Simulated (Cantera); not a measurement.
# Equilibrium for sublimation and decomposition of ceramics: TiC + H2

Feed: 1 mol TiC, 0.012 mol H2, at 2300 °C.

These are equilibrium values from Cantera (NASA tables, ideal gas, pure condensed phases), not measurements of a reactor. Candidate condensed phases: C, C6H6, C7H8, C8H18, Ti, TiC; 77 gas species. TiC: taken at fixed stoichiometry. The numbers say what is thermodynamically allowed, not how fast it happens.

From 1.00 Pa to 10.0 bar the condensed part is TiC(s). The main Ti-bearing gas is Ti throughout.

```csv
P (Pa),x H2,x H,x Ti,x C3,x C,x C2,n TiC(s)
1,0.00126,0.385,0.436,0.122,0.0413,0.0122,0.973
5.60,0.0347,0.855,0.0786,0.0213,0.00730,0.00215,0.998
32,0.175,0.803,0.0152,0.00278,0.00116,0.000309,1.000
180,0.450,0.543,0.00439,0.000115,0.000127,2.07e-5,1.000
1000,0.709,0.289,0.00154,2.81e-6,1.17e-5,9.87e-7,1.000
5600,0.864,0.135,0.000516,7.54e-8,1.11e-6,4.99e-8,1.000
32000,0.941,0.0589,0.000167,2.07e-9,1.05e-7,2.54e-9,1.000
180000,0.975,0.0253,5.76e-5,5.07e-11,9.64e-9,1.20e-10,1.000
1000000,0.989,0.0108,2.85e-5,<1e-12,6.32e-10,2.87e-12,1.00
```
x: gas mole fraction; n: condensed amount in mol.
